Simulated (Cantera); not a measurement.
**Equilibrium for nitride etching: Si3N4 + NF3 + H2 + Cl2**

Feed: 1 mol Si3N4, 3.1 mol NF3, a varied amount of H2, 31 mol Cl2, at 1248 K and 75.0 Torr.

These are equilibrium values from Cantera (NASA tables, ideal gas, pure condensed phases), not measurements of a reactor. Candidate condensed phases: NH4Cl, Si, Si3N4; 49 gas species. The tables' values for SiCl3, SiF3 are old estimates; treat these amounts as uncertain. Rates play no part.

```tsv
n(H2) (mol)	log p HCl	log p Cl2	log p H2	log p N2	log p SiF4	log p Cl	log p SiCl4
10	-1.37	-1.38	-9.92	-2.12	-2.31	-2.81	-2.82
12	-1.31	-1.45	-9.73	-2.14	-2.33	-2.84	-2.84
13	-1.28	-1.48	-9.65	-2.14	-2.34	-2.86	-2.84
15	-1.24	-1.56	-9.48	-2.16	-2.35	-2.89	-2.86
18	-1.18	-1.68	-9.25	-2.19	-2.38	-2.96	-2.88
20	-1.15	-1.78	-9.09	-2.20	-2.40	-3.01	-2.89
23	-1.11	-1.97	-8.83	-2.22	-2.42	-3.10	-2.91
26	-1.08	-2.25	-8.47	-2.24	-2.44	-3.24	-2.92
30	-1.05	-7.39	-3.28	-2.27	-2.47	-5.81	-2.94
34	-1.08	-8.51	-2.21	-2.30	-2.50	-6.37	-2.97
39	-1.11	-8.87	-1.91	-2.33	-2.53	-6.55	-3.01
44	-1.13	-9.08	-1.75	-2.35	-2.55	-6.66	-3.04
51	-1.17	-9.29	-1.61	-2.39	-2.59	-6.76	-3.08
```
log p: log10 of the partial pressure in bar; nothing condenses.

From 10 mol H2 to 51 mol H2 nothing is condensed. The main Si-bearing gas is SiF4 throughout.
